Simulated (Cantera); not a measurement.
Charge: 1 mol C2F6, 0.018 mol F2, 0.42 mol H2, held at 0.0315 Torr.

Cantera equilibrium calculation (NASA polynomials, part measured and part estimated; ideal gas, pure solids and liquids). Candidate condensed phases: C, C6H6, C7H8, C8H18; 95 gas species. The feed counts by its element totals alone. Condensed phases not in the tables: fluorocarbon polymer. Gases not in the tables: C2F6 and larger saturated fluorocarbons. Equilibrium is a limit: real reactors are often held back by kinetics, nucleation or transport.

Q: What share of the C ends up in condensed phases as a function of T (°C), at 552, 752, 952, 1152, 1352, 1552, 1752, 1952, 2152, 2352, 2552, 2752, 2952, 3152?

A: 
| T (°C) | C condensed (%) | as |
|---|---|---|
| 552 | 35.0 | C(graphite) |
| 752 | 35.0 | C(graphite) |
| 952 | 35.0 | C(graphite) |
| 1152 | 35.0 | C(graphite) |
| 1352 | 34.1 | C(graphite) |
| 1552 | 30.5 | C(graphite) |
| 1752 | 62.1 | C(graphite) |
| 1952 | 88.8 | C(graphite) |
| 2152 | 88.0 | C(graphite) |
| 2352 | 0.0 | - |
| 2552 | 0.0 | - |
| 2752 | 0.0 | - |
| 2952 | 0.0 | - |
| 3152 | 0.0 | - |
